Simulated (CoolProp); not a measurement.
Values from CoolProp's reference Helmholtz-energy equation of state, Bücker 2006.

Q: For n-butane, give the phase and the density (kg/m³), cp (kJ/(kg K)), expansivity (1/kK), viscosity (µPa s) at 366 K and 3880 kPa; 394.7 K and 3880 kPa.

A: 
- 366 K and 3880 kPa: liquid; density 492, cp 2.88, expansivity 3.19, viscosity 89.9
- 394.7 K and 3880 kPa: liquid; density 439, cp 3.28, expansivity 5.03, viscosity 66.1

Viscosity comes from a separate model (Vogel 1999).
